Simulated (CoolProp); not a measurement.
A simple Rankine cycle with ethanol: condensing at 333.15 K, boiler at 0.927 MPa, turbine inlet 425.9 K, turbine efficiency 0.65, pump efficiency 0.8, no recuperator. Each further row changes one setting.

Model: reference Helmholtz-energy equation of state, Schroeder 2014, in CoolProp.

```
case                             thermal efficiency (%)  net work (kJ/kg)  heat in (kJ/kg)  turbine exit temperature (K)  volume ratio over the turbine
-------------------------------  ----------------------  ----------------  ---------------  ----------------------------  -----------------------------
as stated                                             …               117              991                         333.2                           17.3
turbine inlet 445.9 K                                 …                 …             1040                         355.2                           17.3
condensing temperature 325.15 K                       …                 …             1010                         325.1                           24.5
boiler pressure 0.649 MPa                          10.6               107             1010                         346.9                           12.2
turbine efficiency 0.55                            10.0              98.7              991                             …                           17.9
```

### Question
Fill in the missing entries.

### Answer

- as stated, thermal efficiency (%): 11.8
- turbine inlet 445.9 K, thermal efficiency (%): 12.0
- turbine inlet 445.9 K, net work (kJ/kg): 124
- condensing temperature 325.15 K, thermal efficiency (%): 12.8
- condensing temperature 325.15 K, net work (kJ/kg): 130
- turbine efficiency 0.55, turbine exit temperature (K): 342.0

The expansion ends wet for: as stated; condensing temperature 325.15 K.
